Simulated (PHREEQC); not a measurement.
PHREEQC input (ion-association model, wateq4f.dat):

```
SOLUTION_MASTER_SPECIES
  An  An-  0  An  62.0  # stands for a non-complexing anion
SOLUTION_SPECIES
  An- = An-
    -log_k 0
    -gamma 3.0 0
PHASES
  Fix_H+
    H+ = H+
    -log_k 0
SOLUTION 1
  temp 25
  units mmol/kgw
  pH 7 charge
  Se(4) 0.00016
  Na 300
  An 300
END
SELECTED_OUTPUT 1
  -reset false
  -pH true
  -pe true
  -ionic_strength true
  -water true
  -totals Na Se Se(-2) Se(4) Se(6)
  -molalities Hfo_wOH Hfo_wOH2+ Hfo_wO- Hfo_sOH Hfo_sOH2+ Hfo_sO- Hfo_wSeO3- Hfo_wOHSeO3-2
USER_PUNCH 1
  -headings sigma psi
  10 PUNCH EDL("sigma", "Hfo"), EDL("psi", "Hfo")
PRINT
  -reset false
USE solution 1
SURFACE 1
  Hfo_wOH 3.37079e-05 600 0.015
  Hfo_sOH 8.42697e-07
EQUILIBRIUM_PHASES 1
  Fix_H+ -3 HAn 10
    -force_equality true
END
# ... the last block is repeated for the other 12 points of pH, with NaOH or the acid as the point needs
```

Selected output (columns that matter, 11 of 13 rows; pH added in front):

```
pH	mu	Na	Se	m_Hfo_wOH	m_Hfo_wOH2+	m_Hfo_wO-	m_Hfo_sOH	m_Hfo_sOH2+	m_Hfo_sO-	m_Hfo_wSeO3-	m_Hfo_wOHSeO3-2	sigma	psi
3	0.3013	0.3	1.281e-07	2.266e-07	3.3449e-05	3.5166e-11	5.6703e-09	8.3703e-07	8.7999e-13	3.1777e-08	1.2546e-10	0.36726	0.12546
3.67	0.30029	0.3	6.8492e-08	9.8445e-07	3.2631e-05	6.8038e-10	2.4678e-08	8.18e-07	1.7056e-11	8.9926e-08	1.5812e-09	0.35762	0.1242
4.33	0.30007	0.3	2.9028e-08	3.5139e-06	3.0054e-05	9.4122e-09	8.8191e-08	7.5427e-07	2.3622e-10	1.2262e-07	8.3558e-09	0.32871	0.11996
5.67	0.30001	0.3	1.4777e-08	1.5545e-05	1.7705e-05	3.1267e-07	3.903e-07	4.4454e-07	7.8505e-09	9.6064e-08	4.9159e-08	0.18907	0.09249
6.33	0.30001	0.3	1.8828e-08	2.079e-05	1.1948e-05	8.2877e-07	5.2194e-07	2.9995e-07	2.0806e-08	7.0089e-08	7.1083e-08	0.11993	0.071021
7	0.3	0.3	3.0454e-08	2.4045e-05	7.8458e-06	1.6881e-06	6.0343e-07	1.969e-07	4.2365e-08	4.6496e-08	8.305e-08	0.065397	0.045928
7.67	0.3	0.3	5.9475e-08	2.5538e-05	5.1924e-06	2.8773e-06	6.4035e-07	1.302e-07	7.2149e-08	2.5999e-08	7.4527e-08	0.023567	0.018446
8.33	0.3	0.3	1.1398e-07	2.5789e-05	3.4248e-06	4.4485e-06	6.4559e-07	8.5737e-08	1.1137e-07	8.5399e-09	3.7479e-08	-0.012146	-0.0096549
9.67	0.30007	0.30008	1.5886e-07	2.2283e-05	1.102e-06	1.0322e-05	5.5709e-07	2.755e-08	2.5806e-07	8.9008e-11	1.049e-09	-0.10135	-0.063546
10.33	0.30032	0.30033	1.5985e-07	1.7695e-05	4.6121e-07	1.5552e-05	4.4237e-07	1.153e-08	3.888e-07	6.5917e-12	1.474e-10	-0.16584	-0.086135
11	0.30148	0.30149	1.5998e-07	1.1261e-05	1.3018e-07	2.2316e-05	2.8153e-07	3.2545e-09	5.5791e-07	4.3452e-13	2.1907e-11	-0.24382	-0.10488
```

The database's selenite sorption wasn't checked against measurements; a fall in acid may be a fault of its surface constants. The oxide is taken as insoluble; below pH 4 it would dissolve.
